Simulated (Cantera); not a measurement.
Thermodynamics of carbon deposition, reforming and gasification, feed C2H5OH + NH3 + O2

Feed: 1 mol C2H5OH, 1 mol NH3, 0.037 mol O2, at 95000 Pa.

Equilibrium computed with Cantera from the NASA thermochemical tables; the gas is ideal and each condensed phase is pure. Candidate condensed phases: C, C6H6, C7H8, C8H18, H2O; 136 gas species. Rates play no part.

```
T (°C)  log p H2  log p CH4  log p H2O  log p CO  log p N2  log p CO2  n C(graphite)
------  --------  ---------  ---------  --------  --------  ---------  -------------
227        -1.85      -0.30      -0.55     -5.34     -0.84      -1.90          0.225
377        -0.90      -0.38      -0.61     -3.12     -0.87      -1.65          0.353
527        -0.39      -0.66      -0.78     -1.76     -0.95      -1.53          0.809
677        -0.21      -1.19      -1.23     -1.00     -1.05      -1.77          0.986
827        -0.17      -1.78      -2.01     -0.80     -1.09      -2.65          0.896
977        -0.16      -2.27      -2.76     -0.78     -1.10      -3.57          0.905
1127       -0.15      -2.67      -3.36     -0.77     -1.11      -4.32          0.915
1277       -0.15      -3.00      -3.84     -0.77     -1.11      -4.91          0.918
1427       -0.15      -3.27      -4.24     -0.77     -1.11      -5.40          0.917
1577       -0.15      -3.49      -4.58     -0.77     -1.11      -5.80          0.910
1727       -0.15      -3.68      -4.86     -0.77     -1.12      -6.14          0.895
1877       -0.16      -3.85      -5.10     -0.78     -1.13      -6.43          0.868
```
log p: log10 of the partial pressure in bar; n: condensed amount in mol.

From 227 °C to 1877 °C the condensed part is C(graphite). The main C-bearing gas is CH4 at 227 °C and CO at 1877 °C. The share of C in condensed phases is highest at 677 °C (49.3 %) and lowest at 227 °C (11.3 %).
